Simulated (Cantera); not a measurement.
Charge: 1 mol SiHCl₃, 42 mol N₂, equilibrated at 1325 K and 0.0133 bar.

Method: chemical equilibrium by Gibbs-energy minimisation in Cantera with the NASA 1993 tables (ideal gas, pure condensed phases). Candidate condensed phases: NH₄Cl, Si, Si₃N₄; 28 gas species. N₂ is the only nitrogen source here; it is nearly inert below about 1500 K, so the nitride shown seldom forms there in practice. The tables' values for SiCl₃ are old estimates; treat these amounts as uncertain. Rates play no part.

Base state: N₂ 0.964, HCl 0.0215, SiCl₄ 0.00899, SiCl₂ 0.00273, SiCl₃ 0.00212, H₂ 0.000814, SiHCl₃ 1.75e-5 (mole fractions); condensed: Si₃N₄(s).

Task: What changes in the equilibrium state with this change: temperature from 1325 K to 1448 K?

Result: 
```
species          before    after
-------------  --------  -------
N₂                0.964    0.959
HCl              0.0215   0.0205
SiCl₂           0.00273   0.0132
SiCl₄           0.00899  0.00294
Cl              8.93e-6  3.93e-5
SiCl₃           0.00212  0.00325
H₂             0.000814  0.00116
Si₃N₄(s), mol     0.133   0.0499
```
